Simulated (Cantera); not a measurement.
A Cantera script and its output.

```python
import numpy as np
import cantera as ct

gas = ct.Solution("gri30.yaml")
gas.TPX = 1673, 101325, {'CH4': 1, 'O2': 2.15, 'N2': 8.09, 'H2O': 0.25}
reactor = ct.IdealGasConstPressureReactor(gas, energy="on", clone=False)
net = ct.ReactorNet([reactor])
net.rtol, net.atol = 1e-08, 1e-16
show = ['CH4', 'O2', 'H2O', 'CH2O', 'CO2', 'NO']
times = np.geomspace(1e-05, 1, 15)

steps = ct.SolutionArray(gas, extra=["t"])
rows = []
print(f"{'t/s':>10s}{'T/K':>9s}{'P/Pa':>11s}" + "".join(f"{s:>11s}" for s in show))
for t in times:
    while net.time < t:
        t_next = net.step()
        steps.append(gas.state, t=t_next)
    rows.append([np.interp(t, steps.t, y) for y in (steps.T, steps.P, *steps(*show).X.T)])
    print(f"{t:10.3e}{rows[-1][0]:9.1f}{rows[-1][1]:11.4g}" + "".join(f"{x:11.3e}" for x in rows[-1][2:]))
rate = np.gradient(steps.T, steps.t)
print("integrator steps:", len(steps.t))
if steps.T.max() > steps.T[0] + 200:
    print(f"time of steepest temperature rise: {steps.t[rate.argmax()]:.4e} s")
gas.TPX = 1673, 101325, {'CH4': 1, 'O2': 2.15, 'N2': 8.09, 'H2O': 0.25}
gas.equilibrate("HP")
print(f"equilibrium (HP): T = {gas.T:.1f} K  " + "  ".join(f"{s} {gas[s].X[0]:.3e}" for s in show))
```

Output:

```
       t/s      T/K       P/Pa        CH4         O2        H2O       CH2O        CO2         NO
 1.000e-05   1672.9  1.013e+05  8.701e-02  1.871e-01  2.176e-02  1.390e-06  1.096e-09  1.306e-13
 2.276e-05   1672.8  1.013e+05  8.696e-02  1.871e-01  2.178e-02  8.651e-06  1.235e-08  4.440e-13
 5.179e-05   1672.7  1.013e+05  8.676e-02  1.870e-01  2.187e-02  5.918e-05  1.944e-07  1.984e-12
 1.179e-04   1674.7  1.013e+05  8.549e-02  1.863e-01  2.262e-02  4.591e-04  5.057e-06  1.415e-11
 2.683e-04   2430.4  1.013e+05  2.056e-10  4.284e-02  1.385e-01  1.046e-09  2.384e-02  2.944e-05
 6.105e-04   2759.5  1.013e+05  1.130e-15  3.051e-02  1.533e-01  2.464e-10  4.699e-02  1.902e-03
 1.389e-03   2762.3  1.013e+05  1.237e-15  2.876e-02  1.541e-01  2.509e-10  4.723e-02  5.887e-03
 3.162e-03   2757.4  1.013e+05  1.297e-15  2.716e-02  1.543e-01  2.543e-10  4.712e-02  1.001e-02
 7.197e-03   2755.9  1.013e+05  1.317e-15  2.665e-02  1.544e-01  2.555e-10  4.709e-02  1.132e-02
 1.638e-02   2755.8  1.013e+05  1.318e-15  2.663e-02  1.544e-01  2.555e-10  4.709e-02  1.137e-02
 3.728e-02   2755.8  1.013e+05  1.318e-15  2.663e-02  1.544e-01  2.555e-10  4.709e-02  1.137e-02
 8.483e-02   2755.8  1.013e+05  1.318e-15  2.663e-02  1.544e-01  2.555e-10  4.709e-02  1.137e-02
 1.931e-01   2755.8  1.013e+05  1.318e-15  2.663e-02  1.544e-01  2.555e-10  4.709e-02  1.137e-02
 4.394e-01   2755.8  1.013e+05  1.318e-15  2.663e-02  1.544e-01  2.555e-10  4.709e-02  1.137e-02
 1.000e+00   2755.8  1.013e+05  1.318e-15  2.663e-02  1.544e-01  2.555e-10  4.709e-02  1.137e-02
integrator steps: 1734
time of steepest temperature rise: 2.6299e-04 s
equilibrium (HP): T = 2755.8 K  CH4 1.757e-15  O2 2.663e-02  H2O 1.544e-01  CH2O 2.555e-10  CO2 4.709e-02  NO 1.137e-02
```

Model: GRI-Mech 3.0 (53 species, 325 reactions), integrated in Cantera.
